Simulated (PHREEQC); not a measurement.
# Arsenic or selenium liquor: an equilibrium model

Dissolve 0.016 mol H2SeO3 and 0.24 mol H2SO4 per kg of water at 5 °C. Closed to the air; pH follows from the charge balance.

The numbers come from PHREEQC with the ion-association model, wateq4f.dat.

No solid was allowed to form.

What pH, activity of water, ionic strength does the model give?

pH 0.66; activity of water 0.991; ionic strength 0.318 mol/kgw.

In which forms is S present?

HSO4- 84 %, SO4-2 16 % of the S.

Complexes and solids missing from the database can't appear. At this temperature some constants are extrapolated from 25 °C, and those without enthalpy data are left unchanged.
